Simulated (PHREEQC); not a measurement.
A solution holds 30 mmol/kgw HCl, 0.1 mmol/kgw FeSO4 and 76 mmol/kgw NiSO4, at 25 °C. Closed to the air; pH follows from the charge balance.

Equilibrium calculation in PHREEQC: ion-association model, wateq4f.dat.

Precipitation was switched off in this run.

Order these S species by the share of S that they hold, largest first: Ni(SO4)2-2, NiSO4, HSO4-, SO4-2.

SO4-2 (44 %), NiSO4 (36 %), HSO4- (20 %), Ni(SO4)2-2 (0.13 %)

Order these Ni species by the share of Ni that they hold, largest first: NiSO4, Ni+2, NiCl+.

Ni+2 (62 %), NiSO4 (36 %), NiCl+ (1.4 %)

The pH is 1.93 and the ionic strength 0.192 mol/kgw. Species that the database lacks are ignored.
